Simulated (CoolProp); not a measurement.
Properties of n-dodecane along the isotherm 346.35 °C.

Values from CoolProp's reference Helmholtz-energy equation of state, Lemmon 2004. It is a short technical equation, of lower accuracy than the large ones.

```csv
p (MPa),phase,cp (kJ/(kg K)),speed of sound (m/s),isothermal compressibility (1/MPa),expansivity (1/kK),Prandtl number
0.0575,gas,2.914,172.6,17.68,1.715,0.751
0.109,gas,2.921,170.1,9.473,1.812,0.746
0.207,gas,2.937,165.2,5.149,2.018,0.737
0.392,gas,2.974,155.2,2.915,2.514,0.722
0.742,gas,3.094,132.7,1.867,4.198,0.705
1.41,liquid,3.677,242.5,0.04813,4.843,3.25
2.67,liquid,3.531,301.3,0.02871,3.434,3.45
5.06,liquid,3.426,376.7,0.01698,2.468,3.76
9.59,liquid,3.349,474.0,0.009914,1.788,4.19
18.2,liquid,3.292,599.9,0.005712,1.300,4.77
```

Viscosity comes from a separate model (Huber 2004). Thermal conductivity comes from a separate model (Huber 2004).
